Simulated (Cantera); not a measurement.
A Cantera script and its output.

```python
import numpy as np
import cantera as ct

gas = ct.Solution("gri30.yaml")
gas.TPX = 1725, 160000, {'CH4': 1, 'O2': 0.909, 'N2': 9.09}
reactor = ct.IdealGasReactor(gas, energy="on", clone=False)
net = ct.ReactorNet([reactor])
net.rtol, net.atol = 1e-08, 1e-16
show = ['CH4', 'O2', 'O', 'CO', 'H2O', 'CH3', 'NO']
times = np.geomspace(2e-06, 7, 12)

steps = ct.SolutionArray(gas, extra=["t"])
rows = []
print(f"{'t/s':>10s}{'T/K':>9s}{'P/Pa':>11s}" + "".join(f"{s:>11s}" for s in show))
for t in times:
    while net.time < t:
        t_next = net.step()
        steps.append(gas.state, t=t_next)
    rows.append([np.interp(t, steps.t, y) for y in (steps.T, steps.P, *steps(*show).X.T)])
    print(f"{t:10.3e}{rows[-1][0]:9.1f}{rows[-1][1]:11.4g}" + "".join(f"{x:11.3e}" for x in rows[-1][2:]))
rate = np.gradient(steps.T, steps.t)
print("integrator steps:", len(steps.t))
if steps.T.max() > steps.T[0] + 200:
    print(f"time of steepest temperature rise: {steps.t[rate.argmax()]:.4e} s")
gas.TPX = 1725, 160000, {'CH4': 1, 'O2': 0.909, 'N2': 9.09}
gas.equilibrate("UV")
print(f"equilibrium (UV): T = {gas.T:.1f} K  " + "  ".join(f"{s} {gas[s].X[0]:.3e}" for s in show))
```

Result:

```
       t/s      T/K       P/Pa        CH4         O2          O         CO        H2O        CH3         NO
 2.000e-06   1724.9    1.6e+05  9.091e-02  8.264e-02  7.287e-08  5.125e-10  1.358e-06  1.028e-05  5.586e-14
 7.869e-06   1724.8    1.6e+05  9.087e-02  8.263e-02  1.056e-07  1.887e-08  8.682e-06  4.493e-05  3.591e-13
 3.096e-05   1724.2  1.599e+05  9.065e-02  8.257e-02  2.724e-07  1.498e-06  7.870e-05  2.072e-04  3.028e-12
 1.218e-04   1728.0  1.604e+05  8.790e-02  8.141e-02  1.477e-06  2.684e-04  1.376e-03  9.285e-04  5.924e-11
 4.794e-04   2422.1  2.461e+05  4.127e-04  1.575e-06  5.890e-06  7.049e-02  6.423e-02  2.174e-04  1.182e-04
 1.886e-03   2412.6  2.465e+05  2.698e-09  1.898e-06  7.984e-06  7.524e-02  5.958e-02  1.603e-09  3.074e-04
 7.422e-03   2413.7  2.466e+05  4.309e-11  2.040e-06  8.543e-06  7.524e-02  5.970e-02  2.661e-11  1.282e-04
 2.920e-02   2414.4  2.466e+05  3.916e-11  2.056e-06  8.600e-06  7.523e-02  5.976e-02  2.424e-11  6.321e-05
 1.149e-01   2414.5  2.467e+05  3.904e-11  2.057e-06  8.603e-06  7.523e-02  5.976e-02  2.417e-11  6.032e-05
 4.521e-01   2414.5  2.467e+05  3.904e-11  2.057e-06  8.603e-06  7.523e-02  5.976e-02  2.417e-11  6.032e-05
 1.779e+00   2414.5  2.467e+05  3.904e-11  2.057e-06  8.603e-06  7.523e-02  5.976e-02  2.417e-11  6.032e-05
 7.000e+00   2414.5  2.467e+05  3.904e-11  2.057e-06  8.603e-06  7.523e-02  5.976e-02  2.417e-11  6.032e-05
integrator steps: 1742
time of steepest temperature rise: 2.9168e-04 s
equilibrium (UV): T = 2414.5 K  CH4 4.376e-11  O2 2.057e-06  O 8.603e-06  CO 7.523e-02  H2O 5.976e-02  CH3 2.710e-11  NO 6.032e-05
```

Computed with Cantera and GRI-Mech 3.0 (53 species, 325 reactions).
